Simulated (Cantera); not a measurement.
An isothermal, constant-pressure homogeneous reactor starts with CH4 : H2 : H = 0.049 : 1 : 0.0033 (molar parts), at 1948 K and 0.0701 atm.

Computed with Cantera and GRI-Mech 3.0 (53 species, 325 reactions). GRI-Mech 3.0 stops at C3 and has no aromatics, soot or wall deposition, so with more carbon than oxygen in the feed, carbon stays in small species such as C2H2 where larger ones or solid carbon would form.

Problem. Predict: x(CH4) at 1.00 s; x(H2) at 1.00 s; x(H) at 1.00 s; x(CH2) at 1.00 s.

Solution. 
| Item | Value |
|---|---|
| x(CH4) at 1.00 s | 0.000290 (gas-phase equilibrium 0.000212) |
| x(H2) at 1.00 s | 0.973 (gas-phase equilibrium 0.973) |
| x(H) at 1.00 s | 0.00421 (gas-phase equilibrium 0.00421) |
| x(CH2) at 1.00 s | 1.35e-7 (gas-phase equilibrium 9.90e-8) |
